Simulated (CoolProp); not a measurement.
Oxygen at 293.15 K and 0.182 MPa is throttled through a valve to 0.0294 MPa with no heat exchange. Each further row changes one setting.

Model: reference Helmholtz-energy equation of state, Schmidt 1985, in CoolProp.

```
case                         temperature change (K)  final density (kg/m³)
---------------------------  ----------------------  ---------------------
as stated                                      -0.4                      …
outlet pressure 0.00882 MPa                       …                      …
outlet pressure 0.0382 MPa                     -0.4                      …
```

Fill in the missing entries.


- as stated, final density (kg/m³): 0.387
- outlet pressure 0.00882 MPa, temperature change (K): -0.5
- outlet pressure 0.00882 MPa, final density (kg/m³): 0.116
- outlet pressure 0.0382 MPa, final density (kg/m³): 0.502
